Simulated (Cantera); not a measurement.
What does this Cantera script print?

```python
import numpy as np
import cantera as ct

gas = ct.Solution("gri30.yaml")
gas.TPX = 1225, 5500, {'N2O': 1}
reactor = ct.IdealGasConstPressureReactor(gas, energy="off", clone=False)
net = ct.ReactorNet([reactor])
net.rtol, net.atol = 1e-08, 1e-18
show = ['N2O', 'O2', 'NO', 'NO2', 'N2', 'O']
times = np.geomspace(2e-05, 70, 13)

steps = ct.SolutionArray(gas, extra=["t"])
rows = []
print(f"{'t/s':>10s}{'T/K':>9s}{'P/Pa':>11s}" + "".join(f"{s:>11s}" for s in show))
for t in times:
    while net.time < t:
        t_next = net.step()
        steps.append(gas.state, t=t_next)
    rows.append([np.interp(t, steps.t, y) for y in (steps.T, steps.P, *steps(*show).X.T)])
    print(f"{t:10.3e}{rows[-1][0]:9.1f}{rows[-1][1]:11.4g}" + "".join(f"{x:11.3e}" for x in rows[-1][2:]))
rate = np.gradient(steps.T, steps.t)
print("integrator steps:", len(steps.t))
if steps.T.max() > steps.T[0] + 200:
    print(f"time of steepest temperature rise: {steps.t[rate.argmax()]:.4e} s")
gas.TPX = 1225, 5500, {'N2O': 1}
gas.equilibrate("TP")
print(f"equilibrium (TP): T = {gas.T:.1f} K  " + "  ".join(f"{s} {gas[s].X[0]:.3e}" for s in show))
```

Result:

```
       t/s      T/K       P/Pa        N2O         O2         NO        NO2         N2          O
 2.000e-05   1225.0       5500  1.000e+00  4.498e-08  1.172e-08  4.061e-17  5.836e-07  4.878e-07
 7.021e-05   1225.0       5500  1.000e+00  4.737e-07  1.234e-07  4.493e-15  2.364e-06  1.355e-06
 2.464e-04   1225.0       5500  1.000e+00  3.704e-06  9.649e-07  2.743e-13  1.034e-05  2.450e-06
 8.651e-04   1225.0       5500  9.999e-01  1.825e-05  4.753e-06  6.643e-12  4.154e-05  2.673e-06
 3.037e-03   1225.0       5500  9.998e-01  6.998e-05  1.823e-05  9.734e-11  1.517e-04  2.674e-06
 1.066e-02   1225.0       5500  9.991e-01  2.515e-04  6.550e-05  1.239e-09  5.384e-04  2.674e-06
 3.742e-02   1225.0       5500  9.970e-01  8.874e-04  2.311e-04  1.463e-08  1.893e-03  2.674e-06
 1.313e-01   1225.0       5500  9.895e-01  3.105e-03  8.086e-04  1.507e-07  6.617e-03  2.673e-06
 4.610e-01   1225.0       5500  9.637e-01  1.071e-02  2.790e-03  1.108e-06  2.283e-02  2.672e-06
 1.618e+00   1225.0       5500  8.799e-01  3.543e-02  9.217e-03  5.018e-06  7.547e-02  2.666e-06
 5.681e+00   1225.0       5500  6.513e-01  1.029e-01  2.670e-02  1.661e-05  2.191e-01  2.645e-06
 1.994e+01   1225.0       5500  2.607e-01  2.183e-01  5.622e-02  3.936e-05  4.648e-01  2.527e-06
 7.000e+01   1225.0       5500  2.157e-02  2.898e-01  7.254e-02  6.256e-05  6.160e-01  1.409e-06
integrator steps: 924
equilibrium (TP): T = 1225.0 K  N2O 4.088e-09  O2 3.332e-01  NO 2.746e-04  NO2 1.215e-06  N2 6.665e-01  O 1.042e-07
```

Computed with Cantera and GRI-Mech 3.0 (53 species, 325 reactions). GRI-Mech 3.0 was tuned for natural gas; its chemistry of N2O as a main component is partial and can be far from experiment. The mechanism lacks the step 2 NO + O2 → 2 NO2, which can matter for NO2 below about 1400 K. The temperature is held fixed by assumption; the heat of reaction is taken as removed at once.
